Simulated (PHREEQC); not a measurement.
A made-up water analysis in mg/L, 5 °C, pH 7.65, pe 8.4:

| constituent | mg/L |
|---|---|
| Na | 34 |
| K | 1.17 |
| Ca | 23.4 |
| Mg | 6.02 |
| Cl | 19.7 |
| S(6) as SO4 | 34.4 |
| Alkalinity as HCO3 | 115 |
| Br | 0.0898 |
| B | 0.01 |
| N(5) as NO3 | 0.113 |
| Pb | 0.153 |
| F | 0.0144 |

Valence states are taken as typed.

Computed with PHREEQC (ion-association model, wateq4f.dat).

```json
{
 "ionic_strength": "0.00423 mol/kgw",
 "charge_balance_error": "0.2 %"
}
```

```
species  molality  activity   log γ
-------  --------  --------  ------
HCO3-     0.00186   0.00174  -0.029
Na+       0.00148   0.00138  -0.029
Ca+2     0.000559  0.000428  -0.116
Cl-      0.000556  0.000519  -0.030
SO4-2    0.000333  0.000254  -0.116
Mg+2     0.000237  0.000182  -0.114
CO2      0.000128  0.000128   0.000
K+        2.99e-5   2.79e-5  -0.030
CaSO4     1.78e-5   1.78e-5   0.000
CaHCO3+   6.34e-6   5.94e-6  -0.029
MgSO4     6.25e-6   6.26e-6   0.000
MgHCO3+   3.81e-6   3.56e-6  -0.030
```

Precipitation was switched off in this run. Complexes and solids missing from the database can't appear. Away from 25 °C the constants follow the database's enthalpies or fits; those with neither stay at their 25 °C values. Real BF4- forms and hydrolyses slowly; the run takes it at equilibrium.
